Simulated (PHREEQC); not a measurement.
Dissolve 3.6 mmol/kgw H3PO4 at 25 °C. Closed to the air; pH follows from the charge balance.

All values are PHREEQC results (ion-association model, phreeqc.dat), not measurements.

```json
[
 {"quantity": "pH", "before": "2.60", "after": "3.47"},
 {"quantity": "ionic strength (mol/kgw)", "before": "0.00266", "after": "0.000344"},
 {"quantity": "H2PO4- (mol/kgw)", "before": "0.00266", "after": "0.000343"},
 {"quantity": "H3PO4 (mol/kgw)", "before": "0.000937", "after": "1.67e-5"},
 {"quantity": "HPO4-2 (mol/kgw)", "before": "7.74e-8", "after": "6.75e-8"}
]
```

### Question
Name the change that produced these shifts.
(A) diluted 10-fold with water
(B) H3PO4 from 0.0036 to 0.018 mol/kgw
(C) H3PO4 from 0.0036 to 0.0018 mol/kgw
(D) diluted 5-fold with water
(E) diluted 2-fold with water

### Answer
A, diluted 10-fold with water

No solid was allowed to form.
